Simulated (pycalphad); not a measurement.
Source of the numbers: pycalphad with the COST 507 light-alloy database (1999); pressure 1 atm. No gas phase is included, though pure Mg would boil below 1650 K. These are 1990s assessments: newer ones move some temperatures and phases. Diffusion is slow at the low end, where real alloys seldom reach equilibrium.

How does the equilibrium phase assembly of Mg-2.31Al-3.4Si (at.%) change on cooling from 1650 K to 350 K?


```json
[
 {"T (K)": "1004.2", "phases above": "liquid", "phases below": "liquid + MG2SI"},
 {"T (K)": "898.6", "phases above": "liquid + MG2SI", "phases below": "hcp + liquid + MG2SI"},
 {"T (K)": "862.2", "phases above": "hcp + liquid + MG2SI", "phases below": "hcp + MG2SI"},
 {"T (K)": "466.0", "phases above": "hcp + MG2SI", "phases below": "ALMG_GAMMA + hcp + MG2SI"}
]
```
Changes were sought between steps of 50 K, so a narrower field can be missed.

Database names, with the compositions (at.%) that they take in these runs: MG2SI: Mg 67 Si 33; ALMG_GAMMA: Mg 59 Al 41.
